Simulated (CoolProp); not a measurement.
Dimethyl carbonate along the isobar 57.9 bar: density (kg/m³) from the reference equation and from simpler models built on Tc = 283.9 °C, pc = 49.09 bar, ω = 0.346; each cubic takes its own stable root.

Values from CoolProp's reference Helmholtz-energy equation of state, Zhou 2011.

```tsv
T (°C)	phase	reference
176.15	liquid	854.1
192.85	liquid	825.4
209.65	liquid	794.2
226.35	liquid	760.0
243.15	liquid	720.4
259.85	liquid	671.8
276.65	liquid	601.5
293.35	supercritical	428.1
310.15	supercritical	217.5
326.85	supercritical	176.8
```

Q: How far does each simpler model (van der Waals, Redlich-Kwong) lie from the reference over these 10 states: mean and median of the absolute difference, and the worst?

A: 
- van der Waals: mean 30.8 %, median 37.9 %, worst -39.4 % at 176.15 °C and 57.9 bar
- Redlich-Kwong: mean 14.9 %, median 16.7 %, worst -21.3 % at 276.65 °C and 57.9 bar
